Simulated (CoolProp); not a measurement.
Aqueous sodium chloride as a coolant, at 39 °C, 1 atm.

Values from CoolProp's Melinder's fits for secondary coolants.

```json
[
 {"mass %": "4.6", "freezing point (°C)": "-2.8", "conductivity (W/(m K))": "0.624", "cp (kJ/(kg K))": "3.964", "density (kg/m³)": "1024", "Prandtl number": "4.64"},
 {"mass %": "6.4", "freezing point (°C)": "-4.0", "conductivity (W/(m K))": "0.622", "cp (kJ/(kg K))": "3.888", "density (kg/m³)": "1037", "Prandtl number": "4.73"},
 {"mass %": "8.3", "freezing point (°C)": "-5.3", "conductivity (W/(m K))": "0.620", "cp (kJ/(kg K))": "3.811", "density (kg/m³)": "1051", "Prandtl number": "4.84"},
 {"mass %": "10.1", "freezing point (°C)": "-6.6", "conductivity (W/(m K))": "0.619", "cp (kJ/(kg K))": "3.741", "density (kg/m³)": "1063", "Prandtl number": "4.95"},
 {"mass %": "11.9", "freezing point (°C)": "-8.1", "conductivity (W/(m K))": "0.617", "cp (kJ/(kg K))": "3.675", "density (kg/m³)": "1077", "Prandtl number": "5.08"},
 {"mass %": "13.8", "freezing point (°C)": "-9.8", "conductivity (W/(m K))": "0.615", "cp (kJ/(kg K))": "3.609", "density (kg/m³)": "1091", "Prandtl number": "5.23"},
 {"mass %": "15.6", "freezing point (°C)": "-11.5", "conductivity (W/(m K))": "0.613", "cp (kJ/(kg K))": "3.550", "density (kg/m³)": "1104", "Prandtl number": "5.40"},
 {"mass %": "17.4", "freezing point (°C)": "-13.4", "conductivity (W/(m K))": "0.611", "cp (kJ/(kg K))": "3.495", "density (kg/m³)": "1118", "Prandtl number": "5.61"},
 {"mass %": "19.3", "freezing point (°C)": "-15.6", "conductivity (W/(m K))": "0.609", "cp (kJ/(kg K))": "3.442", "density (kg/m³)": "___", "Prandtl number": "___"},
 {"mass %": "21.1", "freezing point (°C)": "-17.9", "conductivity (W/(m K))": "___", "cp (kJ/(kg K))": "3.395", "density (kg/m³)": "1147", "Prandtl number": "6.18"},
 {"mass %": "22.9", "freezing point (°C)": "-20.4", "conductivity (W/(m K))": "0.604", "cp (kJ/(kg K))": "3.354", "density (kg/m³)": "1161", "Prandtl number": "6.56"}
]
```

**Question.** Complete the blanks.

**Answer.** 
- 19.3, density (kg/m³): 1133
- 19.3, Prandtl number: 5.87
- 21.1, conductivity (W/(m K)): 0.606
